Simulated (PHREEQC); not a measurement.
Model water analysis in mg/kgw, 25 °C, pH 5.9, pe 11.6:

| constituent | mg/kgw |
|---|---|
| Na | 1.1 |
| K | 0.396 |
| Ca | 3.02 |
| Mg | 0.642 |
| Cl | 2.74 |
| S(6) as SO4 | 2.45 |
| Alkalinity as HCO3 | 7.51 |
| Pb | 0.45 |
| Br | 0.00325 |
| Cd | 0.0141 |
| B | 0.0846 |
| N(5) as NO3 | 0.00315 |

Valence states are taken as typed.

Model: ion-association model, phreeqc.dat, run in PHREEQC.

```csv
quantity,before,after
CO2 (mol/kgw),0.000342,0.000340
CaSO4 (mol/kgw),2.79e-7,7.77e-7
PbCO3 (mol/kgw),1.31e-7,1.27e-7
MgSO4 (mol/kgw),1.29e-7,1.20e-7
MgHCO3+ (mol/kgw),3.48e-8,3.38e-8
SI of Pb(OH)2 (Pb(OH)2),-2.13,-2.14
SI of Anglesite (PbSO4),-2.63,-2.66
```

Question: Which change was made?
A) Na from 1.1 to 0.55 mg/kgw
B) Ca from 3.02 to 9.06 mg/kgw
C) temperature from 25 to 45 °C at the same typed pH
D) pH from 5.9 to 5.5 at the same alkalinity

Answer: B, Ca from 3.02 to 9.06 mg/kgw

No solid was allowed to form.
